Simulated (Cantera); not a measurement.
Input (Python, Cantera) and output of one run.

```python
import numpy as np
import cantera as ct

gas_names = """
    F FO FO2 F2 F2O H HF HOF HO2 H2 H2F2 H2O H2O2 H3F3 H4F4 H5F5 H6F6 H7F7 O OH O2 O3 Si SiF SiF2 SiF3
    SiF4 SiH SiHF3 SiH2 SiH2F2 SiH3 SiH3F SiH4 SiO SiO2 Si2 Si3
""".split()
cond_names = """
    H2O(s) H2O(L) Si(cr) Si(L) SiO2(Lqz) SiO2(hqz) SiO2(L)
""".split()


# ... load() reads the species with a 1 bar reference pressure and builds the phases ...
atoms = {
    'SiF4': {'Si': 1, 'F': 4},
    'H2O': {'H': 2, 'O': 1},
    'H2': {'H': 2},
}
top_T = {}  # K; cautious upper limits of use, not melting points


# ... equilibrate(T, P, feed) seeds the gas with the atoms and calls Mixture.equilibrate('TP', solver="vcs", rtol=1e-11, max_steps=5000) ...
results = []
feed = {'SiF4': 1, 'H2O': 0.36, 'H2': 33}  # mol
P = 81000  # Pa
for T in [1373, 1423, 1473, 1523, 1573, 1623, 1673]:
    mix = equilibrate(T, P, feed)
    results.append((T, P, feed, dict(zip(mix.species_names, mix.species_moles))))
    x = sorted(zip(gas.X, gas.species_names), reverse=True)
    print(f"T = {T:g} K  P = {P:g} Pa  gas = {mix.phase_moles(0):.4g} mol")
    print("   x: " + "  ".join(f"{s} {v:.3e}" for v, s in x if v > 0.0001))
    print("   condensed (mol): " + ("  ".join(f"{mix.phase(i).name} {mix.phase_moles(i):.4g}"
          for i in range(1, mix.n_phases) if mix.phase_moles(i) > 1e-12) or "none"))
```

It prints:

```
T = 1373 K  P = 81000 Pa  gas = 34.53 mol
   x: H2 9.555e-01  SiF4 2.387e-02  HF 1.953e-02  H2O 8.041e-04  SiHF3 2.114e-04
   condensed (mol): SiO2(hqz) 0.1661
T = 1423 K  P = 81000 Pa  gas = 34.53 mol
   x: H2 9.553e-01  SiF4 2.365e-02  HF 1.989e-02  H2O 7.085e-04  SiHF3 3.110e-04  SiF3 1.413e-04
   condensed (mol): SiO2(hqz) 0.1678
T = 1473 K  P = 81000 Pa  gas = 34.53 mol
   x: H2 9.550e-01  SiF4 2.333e-02  HF 2.031e-02  H2O 6.356e-04  SiHF3 4.419e-04  SiF3 2.794e-04
   condensed (mol): SiO2(hqz) 0.169
T = 1523 K  P = 81000 Pa  gas = 34.54 mol
   x: H2 9.545e-01  SiF4 2.289e-02  HF 2.085e-02  SiHF3 6.053e-04  H2O 5.833e-04  SiF3 5.211e-04
   condensed (mol): SiO2(hqz) 0.1698
T = 1573 K  P = 81000 Pa  gas = 34.55 mol
   x: H2 9.538e-01  SiF4 2.225e-02  HF 2.157e-02  SiF3 9.146e-04  SiHF3 7.961e-04  H2O 5.516e-04
   condensed (mol): SiO2(hqz) 0.17
T = 1623 K  P = 81000 Pa  gas = 34.56 mol
   x: H2 9.527e-01  HF 2.259e-02  SiF4 2.137e-02  SiF3 1.505e-03  SiHF3 9.998e-04  H2O 5.424e-04
   condensed (mol): SiO2(hqz) 0.1689
T = 1673 K  P = 81000 Pa  gas = 34.59 mol
   x: H2 9.511e-01  HF 2.410e-02  SiF4 2.019e-02  SiF3 2.307e-03  SiHF3 1.189e-03  H2O 5.623e-04  SiO 3.128e-04  H 1.234e-04  SiF2 1.143e-04
   condensed (mol): SiO2(hqz) 0.1649
```

These are equilibrium values from Cantera (NASA tables, ideal gas, pure condensed phases), not measurements of a reactor. The tables' values for SiF3, SiF2 are old estimates; treat these amounts as uncertain. The tables hold silica as quartz up to 1696 K and as liquid above; real silica turns to tridymite and cristobalite and melts near 1996 K.
